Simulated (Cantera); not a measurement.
Feed: 1 mol Fe2O3, 9.6 mol O2, 8.7 mol H2O, held at 3.10 bar.

These are equilibrium values from Cantera (NASA tables, ideal gas, pure condensed phases), not measurements of a reactor. Candidate condensed phases: Fe, FeO, Fe(OH)2, Fe(OH)3, Fe2O3, Fe3O4, H2O; 12 gas species. Equilibrium is a limit: real reactors are often held back by kinetics, nucleation or transport. All values below are at 1427 °C.

Base state: O2 0.524, H2O 0.475, OH 0.000751, O 1.84e-5 (mole fractions); condensed: Fe2O3(s).

Question: What changes in the equilibrium state with this change: pressure from 3.10 bar to 0.0180 bar?

Answer: 
```csv
species,before,after
O2,0.524,0.528
H2O,0.475,0.469
OH,0.000751,0.00271
H,2.29e-7,1.08e-5
O,1.84e-5,0.000242
"Fe2O3(s), mol",1.000,0
"Fe3O4(s), mol",0,0.667
```
